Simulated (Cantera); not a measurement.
Cantera run:

```python
import numpy as np
import cantera as ct

gas_names = """
    C CN CO CO2 C2 CCN CNC C2N2 C2O C3 C3O2 C4 C4N2 C5 Fe FeC5O5 FeO N NCO NO NO2 NO3 N2 N2O O O2 O3
""".split()
cond_names = """
    C(gr) Fe(a) Fe(c) Fe(d) Fe(L) FeC5O5(L) FeO(s) FeO(L) Fe2O3(s) Fe3O4(s)
""".split()


# ... load() reads the species with a 1 bar reference pressure and builds the phases ...
atoms = {
    'Fe2O3': {'Fe': 2, 'O': 3},
    'CO': {'C': 1, 'O': 1},
    'N2': {'N': 2},
}
top_T = {'C(gr)': 4500, 'Fe2O3(s)': 1830, 'Fe3O4(s)': 1870}  # K; cautious upper limits of use, not melting points


# ... equilibrate(T, P, feed) seeds the gas with the atoms and calls Mixture.equilibrate('TP', solver="vcs", rtol=1e-11, max_steps=5000) ...
results = []
feed = {'Fe2O3': 1, 'CO': 4.1, 'N2': 0.12}  # mol
P = 98000  # Pa
for T in [2098, 2148, 2198, 2248, 2298, 2348, 2398, 2448, 2498, 2548]:
    mix = equilibrate(T, P, feed)
    results.append((T, P, feed, dict(zip(mix.species_names, mix.species_moles))))

top = {s: max(r[3][s] / sum(r[3][g] for g in gas_names) for r in results) for s in gas_names}
cols = sorted((s for s in top if top[s] > 1e-06), key=lambda s: -top[s])[:8]
seen = [c for c in cond_names if any(r[3].get(c, 0) > 1e-12 for r in results)]
print("log10 of partial pressures in bar; condensed amounts in mol")
print(f"{'T/K':>10s}" + "".join(f"{s[:9]:>10s}" for s in cols + seen))
for T, P, feed, n in results:
    ng = sum(n[g] for g in gas_names)
    print(f"{T:10.4g}" + "".join(f"{np.log10(max(n[s] / ng * P / 1e5, 1e-99)):10.3f}" for s in cols)
          + "".join(f"{n.get(c, 0):10.4g}" for c in seen))
```

Result:

```
log10 of partial pressures in bar; condensed amounts in mol
       T/K        CO       CO2        N2        Fe       FeO         O        O2        NO    FeO(L)
      2098    -0.143    -0.634    -1.555    -3.509    -4.910    -5.893    -6.061    -5.422     1.999
      2148    -0.143    -0.633    -1.555    -3.308    -4.646    -5.584    -5.739    -5.208     1.998
      2198    -0.144    -0.633    -1.555    -3.116    -4.396    -5.289    -5.431    -5.003     1.997
      2248    -0.144    -0.633    -1.556    -2.933    -4.157    -5.007    -5.137    -4.808     1.995
      2298    -0.145    -0.632    -1.556    -2.760    -3.930    -4.736    -4.854    -4.621     1.992
      2348    -0.145    -0.631    -1.556    -2.594    -3.713    -4.477    -4.583    -4.441     1.988
      2398    -0.147    -0.629    -1.557    -2.437    -3.506    -4.228    -4.322    -4.269     1.983
      2448    -0.148    -0.628    -1.558    -2.288    -3.307    -3.988    -4.070    -4.103     1.976
      2498    -0.150    -0.626    -1.559    -2.146    -3.118    -3.756    -3.826    -3.942     1.966
      2548    -0.153    -0.623    -1.561    -2.012    -2.936    -3.533    -3.590    -3.787     1.953
```

Equilibrium computed with Cantera from the NASA thermochemical tables; the gas is ideal and each condensed phase is pure. The tables' stoichiometric FeO is somewhat more stable than real wüstite, so its field is too wide. FeO: taken at fixed stoichiometry.
